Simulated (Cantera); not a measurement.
An isothermal, constant-pressure homogeneous reactor starts with NO : N₂ = 1 : 15 (molar parts), at 2175 K and 1.20 bar.

Detailed kinetics in Cantera: GRI-Mech 3.0 (53 species, 325 reactions).

x: mole fraction; the columns are a selection and need not sum to one.

```
t (s)        x NO     x NO₂   x N₂       x O    x N₂O
--------  -------  --------  -----  --------  -------
1.00e-6    0.0625  4.94e-11  0.938   1.75e-8        …
3.32e-6    0.0625  5.21e-10  0.938   5.85e-8        …
1.10e-5    0.0625   5.01e-9  0.938   1.97e-7        …
3.67e-5    0.0625   3.82e-8  0.938   6.92e-7        …
0.000122   0.0625   2.13e-7  0.938   2.71e-6        …
0.000405   0.0625   9.79e-7  0.938   1.11e-5  2.06e-6
0.00135    0.0624   3.45e-6  0.938   3.81e-5  2.14e-6
0.00447    0.0622   7.11e-6  0.938   7.94e-5  2.15e-6
0.0149     0.0614   8.34e-6  0.938   9.41e-5  2.10e-6
0.0494     0.0585   1.04e-5  0.939  0.000122        …
0.164      0.0481   1.36e-5  0.945  0.000192        …
0.545      0.0213   9.67e-6  0.958  0.000306        …
1.81      0.00527   2.80e-6  0.966  0.000357  3.31e-7
6.02      0.00489   2.60e-6  0.966  0.000358  3.30e-7
20.0      0.00489   2.60e-6  0.966  0.000358  3.30e-7
```

Task: What belongs in the gaps?

Result: 
- 1.00e-6, x N₂O: 1.74e-8
- 3.32e-6, x N₂O: 5.74e-8
- 1.10e-5, x N₂O: 1.85e-7
- 3.67e-5, x N₂O: 5.55e-7
- 0.000122, x N₂O: 1.35e-6
- 0.0494, x N₂O: 1.93e-6
- 0.164, x N₂O: 1.39e-6
- 0.545, x N₂O: 5.04e-7
